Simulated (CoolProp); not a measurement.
Vapour pressure (MPa) of R143a: the reference equation beside estimates from Tc = 72.7 °C, pc = 3.762 MPa, ω = 0.261.

The numbers come from the reference Helmholtz-energy equation of state, Lemmon and Jacobsen 2000 in CoolProp.

```
T (°C)  reference  Redlich-Kwong  Peng-Robinson
------  ---------  -------------  -------------
-81.55    0.01413        0.03163        0.01413
-79.25    0.01654        0.03639        0.01653
-76.85    0.01941        0.04193        0.01938
-74.55    0.02253        0.04783        0.02248
-72.15    0.02621        0.05466        0.02614
-69.85    0.03018        0.06189        0.03008
-67.55    0.03463        0.06984        0.03450
-65.15    0.03982        0.07894        0.03965
-62.85    0.04536        0.08849        0.04516
-60.45    0.05178        0.09936        0.05155
-58.15    0.05860         0.1107        0.05833
-55.75    0.06647         0.1235        0.06614
```

Absolute difference from the reference over all 12 rows, mean and median: Redlich-Kwong 103.9 and 103.4 %, Peng-Robinson 0.3 and 0.4 %.
